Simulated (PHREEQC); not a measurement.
Make-up at 25 °C: 0.12 mol Cu(NO3)2, 3.7e-05 mol HBF4 and 0.0001 mol KCl per kg of water. Closed to the air; pH follows from the charge balance.

Model: ion-association model, wateq4f.dat, run in PHREEQC.

This is a speciation only: nothing precipitates in the calculation.

Estimate the pH, activity of water.

pH 3.90; activity of water 0.994.

In which forms is Cl present?

Cl- 92 %, CuCl+ 8.1 % of the Cl.

Real BF4- forms and hydrolyses slowly; the run takes it at equilibrium.
